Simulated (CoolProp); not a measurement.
1000 sccm (0 °C, 1 atm) of nitrogen bubbles through liquid tetrahydrofuran at 301.8 K and leaves saturated at a total pressure of 0.0674 MPa (ideal gas phase). Each further row changes one setting.

Computed with CoolProp (reference Helmholtz-energy equation of state, Fiedler 2023).

```tsv
case	vapour pressure (kPa)	mole fraction of vapour	delivery (mg/min)	delivery (sccm)	change of delivery for a bath 1 K warmer (%)
as stated	25.3	0.376	1940	___	___
bath temperature 306.8 K	___	___	2780	___	___
total pressure 0.135 MPa	25.3	___	743	___	5.4
```

Fill in the missing entries.


- as stated, delivery (sccm): 602
- as stated, change of delivery for a bath 1 K warmer (%): 7.1
- bath temperature 306.8 K, vapour pressure (kPa): 31.2
- bath temperature 306.8 K, mole fraction of vapour: 0.463
- bath temperature 306.8 K, delivery (sccm): 863
- bath temperature 306.8 K, change of delivery for a bath 1 K warmer (%): 8.1
- total pressure 0.135 MPa, mole fraction of vapour: 0.188
- total pressure 0.135 MPa, delivery (sccm): 231
